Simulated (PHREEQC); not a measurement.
3.8 g of hydrous ferric oxide (600 m²/g; 0.2 weak and 0.005 strong sites per Fe, Dzombak-Morel constants, diffuse double layer) in 1 kg of water with 0.005 mol/kgw of an inert sodium salt, at 25 °C; the pH is set by adding NaOH or the inert anion's acid. O2 is buffered at 0.21 atm. The system is closed to CO2. No solid was allowed to form.

Base run: PHREEQC, ion-association model, wateq4f.dat. Each further column changes one thing. The table gives surface charge σ (C/m²).

```csv
pH,base,background salt from 0.005 to 0.0005 mol/kgw,oxide from 3.8 to 19 g/kgw,0.0032 mol/kgw Ag2SO4 added
3,0.320,?,0.347,?
4,0.201,0.147,0.250,?
4.5,0.143,0.091,0.181,0.053
5.5,0.063,0.029,?,0.027
6.5,0.023,0.008,0.025,0.015
7.5,0.006,0.002,0.006,0.006
8,0.001,?,0.001,0.001
9,-0.009,-0.003,-0.010,-0.013
```

What belongs in the gaps?


- 3, background salt from 0.005 to 0.0005 mol/kgw: 0.294
- 3, 0.0032 mol/kgw Ag2SO4 added: 0.095
- 4, 0.0032 mol/kgw Ag2SO4 added: 0.072
- 5.5, oxide from 3.8 to 19 g/kgw: 0.075
- 8, background salt from 0.005 to 0.0005 mol/kgw: 0.000

The oxide is taken as insoluble; below pH 4 it would dissolve.
